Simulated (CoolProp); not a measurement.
Model: reference Helmholtz-energy equation of state, Akasaka 2019, in CoolProp.

Q: For R1234ze(Z), give the phase and the cp (kJ/(kg K)), fugacity coefficient at 384.3 K and 4.22 MPa; 389.9 K and 4.22 MPa.

A: 
- 384.3 K and 4.22 MPa: liquid; cp 1.59, fugacity coefficient 0.333
- 389.9 K and 4.22 MPa: liquid; cp 1.63, fugacity coefficient 0.362
